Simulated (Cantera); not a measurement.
## Adiabatic ignition

An adiabatic, constant-pressure homogeneous reactor starts with 1.94 % C₃H₈, 20.5 % O₂, 77.5 % N₂, equivalence ratio 0.47, at 1148 K and 1.01 bar.

Model: GRI-Mech 3.0 (53 species, 325 reactions), integrated in Cantera. GRI-Mech 3.0 was tuned for natural gas; its chemistry of propane as a main component is partial and can be far from experiment.

| t (s) | T (K) | x C₃H₈ | x O₂ | x CH₃ | x CH₂ | x CH₄ | x NO₂ |
|---|---|---|---|---|---|---|---|
| 2.00e-6 | 1148 | 0.0194 | 0.205 | 4.44e-8 | <1e-12 | 5.25e-11 | <1e-12 |
| 6.54e-6 | 1148 | 0.0194 | 0.205 | 1.54e-7 | <1e-12 | 5.85e-10 | <1e-12 |
| 2.14e-5 | 1148 | 0.0194 | 0.205 | 5.40e-7 | <1e-12 | 6.72e-9 | <1e-12 |
| 7.00e-5 | 1148 | 0.0194 | 0.205 | 1.84e-6 | <1e-12 | 7.60e-8 | <1e-12 |
| 0.000229 | 1148 | 0.0194 | 0.205 | 6.69e-6 | 1.16e-12 | 8.89e-7 | <1e-12 |
| 0.000749 | 1148 | 0.0193 | 0.205 | 2.06e-5 | 1.13e-11 | 1.05e-5 | <1e-12 |
| 0.00245 | 1148 | 0.0191 | 0.205 | 2.27e-5 | 1.40e-11 | 6.02e-5 | <1e-12 |
| 0.00801 | 1150 | 0.0180 | 0.205 | 2.65e-5 | 2.87e-11 | 0.000275 | <1e-12 |
| 0.0262 | 2156 | <1e-12 | 0.106 | <1e-12 | <1e-12 | <1e-12 | 1.78e-7 |
| 0.0857 | 2154 | <1e-12 | 0.105 | <1e-12 | <1e-12 | <1e-12 | 1.01e-6 |
| 0.280 | 2150 | <1e-12 | 0.104 | <1e-12 | <1e-12 | <1e-12 | 3.22e-6 |
| 0.917 | 2143 | <1e-12 | 0.102 | <1e-12 | <1e-12 | <1e-12 | 6.42e-6 |
| 3.00 | 2141 | <1e-12 | 0.102 | <1e-12 | <1e-12 | <1e-12 | 7.30e-6 |
x: mole fraction; the columns are a selection and need not sum to one.

```
Item                                                               Value
---------------------------------  -------------------------------------
time of steepest temperature rise                                16.9 ms
temperature at 3.00 s                                             2141 K
equilibrium temperature                                           2141 K
x(C₃H₈) at 3.00 s                  <1e-12 (gas-phase equilibrium <1e-12)
x(O₂) at 3.00 s                      0.102 (gas-phase equilibrium 0.102)
x(CH₃) at 3.00 s                   <1e-12 (gas-phase equilibrium <1e-12)
```
